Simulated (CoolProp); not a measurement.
Vapour-liquid equilibrium of carbon dioxide (1) + carbonyl sulfide (2) at 267.4 K; x and y are mole fractions of (1).

Values from CoolProp's multi-fluid Helmholtz-energy mixture model, Span 1996 and Lemmon 2006; pair parameters Bell 2016.

```csv
x,"bubble pressure, mixture model (kPa)","bubble pressure, Raoult's law (kPa)","y, mixture model","y, Raoult's law"
0.05,746.4,667.9,0.279,0.223
0.2,1252,1034,0.598,0.577
0.35,1645,1399,0.721,0.746
0.5,1971,1765,0.795,0.845
0.65,2267,2130,0.854,0.910
0.8,2562,2496,0.911,0.956
0.95,2874,2862,0.976,0.990
```

The largest gap from Raoult's law is +21.1 % in bubble pressure, at x = 0.2. No azeotrope shows between x = 0.05 and 0.95.

Pair parameters are fitted to limited data, so mixtures are less certain than the pure fluids.
